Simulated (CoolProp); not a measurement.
Model: reference Helmholtz-energy equation of state, Akasaka 2020, in CoolProp.

Problem. For R1123, give the phase and the cv (kJ/(kg K)), speed of sound (m/s), Joule-Thomson coefficient (K/MPa) at 480 K and 98.5 kPa; 480 K and 2190 kPa; 480 K and 12800 kPa.

Solution. 
- 480 K and 98.5 kPa: gas; cv 0.992, speed of sound 231, Joule-Thomson coefficient 3.86
- 480 K and 2190 kPa: gas; cv 0.999, speed of sound 225, Joule-Thomson coefficient 3.83
- 480 K and 12800 kPa: supercritical; cv 1.02, speed of sound 222, Joule-Thomson coefficient 2.70
